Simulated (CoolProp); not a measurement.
Saturation properties of carbonyl sulfide.

The numbers come from the reference Helmholtz-energy equation of state, Lemmon 2006 in CoolProp. It is a short technical equation, of lower accuracy than the large ones.

```tsv
T (K)	p (MPa)	liquid cp (kJ/(kg K))	vapour Z	surface tension (mN/m)
172.1	0.004266	1.170	0.9972	30.9
190.3	0.01654	1.163	0.9923	27.1
208.4	0.04885	1.169	0.9831	23.5
226.6	0.1194	1.186	0.9681	20.1
244.8	0.2520	1.212	0.9462	16.8
262.9	0.4735	1.249	0.9169	13.7
281.1	0.8179	1.301	0.8789	10.8
299.3	1.318	1.375	0.8315	8.05
317.4	2.007	1.486	0.7733	5.60
335.6	2.929	1.679	0.7005	3.41
```

It boils at 223.0 K under 1 atm.

Surface tension comes from a separate correlation (Mulero 2012).
